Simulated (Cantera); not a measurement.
Charge: 1 mol Si, 1.8 mol O2, 1.5 mol H2, equilibrated at 7050 Torr.

Method: chemical equilibrium by Gibbs-energy minimisation in Cantera with the NASA 1993 tables (ideal gas, pure condensed phases). Candidate condensed phases: H2O, Si, SiO2; 18 gas species. The tables hold silica as quartz up to 1696 K and as liquid above; real silica turns to tridymite and cristobalite and melts near 1996 K. Gases not in the tables: Si(OH)4. Kinetics and transport are ignored. All values below are at 1225 K.

Base state: H2O 0.968, O2 0.0323 (mole fractions); condensed: SiO2(β-quartz).

Q: What changes in the equilibrium state with this change: O2 from 1.8 to 0.04 mol?

A: 
```csv
species,before,after
H2,3.72e-8,1.000
H2O,0.968,8.78e-8
O2,0.0323,<1e-9
"SiO2(β-quartz), mol",1.00,0.0400
"Si(s), mol",0,0.960
```
Mutual solubility and eutectic melting of coexisting phases are not modelled.

Q: What changes in the equilibrium state with this change: O2 from 1.8 to 0.042 mol?

A: 
```
species               before    after
-------------------  -------  -------
H2                   3.72e-8    1.000
H2O                    0.968  8.78e-8
O2                    0.0323    <1e-9
SiO2(β-quartz), mol     1.00   0.0420
Si(s), mol                 0    0.958
```
Mutual solubility and eutectic melting of coexisting phases are not modelled.
